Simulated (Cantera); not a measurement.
Charge: 1 mol C3H8, 1.1 mol O2, 28 mol H2, held at 2575 K and 4300 Pa.

These are equilibrium values from Cantera (NASA tables, ideal gas, pure condensed phases), not measurements of a reactor. Candidate condensed phases: C, C6H6, C7H8, C8H18, H2O; 110 gas species. Equilibrium is a limit: real reactors are often held back by kinetics, nucleation or transport.

Base state: H2 0.782, H 0.148, CO 0.0596, C2H2 (acetylene) 0.0105, C2H 0.000166, C4H2 5.81e-5, C3 3.12e-5, CH3 1.12e-5 (mole fractions); condensed: gas only.

### Question
What changes in the equilibrium state with this change: O2 from 1.1 to 0.011 mol?

### Answer
```
species             before     after
-----------------  -------  --------
H2                   0.782     0.834
H                    0.148     0.153
C2H2 (acetylene)    0.0105    0.0123
CO                  0.0596  0.000635
C4H2               5.81e-5   7.46e-5
C2H2 (vinylidene)  1.04e-5   1.22e-5
C(graphite), mol         0      2.10
```

### Question
What changes in the equilibrium state with this change: O2 from 1.1 to 0.022 mol?

### Answer
```
species             before    after
-----------------  -------  -------
H2                   0.782    0.834
H                    0.148    0.153
C2H2 (acetylene)    0.0105   0.0123
CO                  0.0596  0.00127
C4H2               5.81e-5  7.46e-5
C2H2 (vinylidene)  1.04e-5  1.22e-5
CH3                1.12e-5  1.29e-5
C(graphite), mol         0     2.08
```
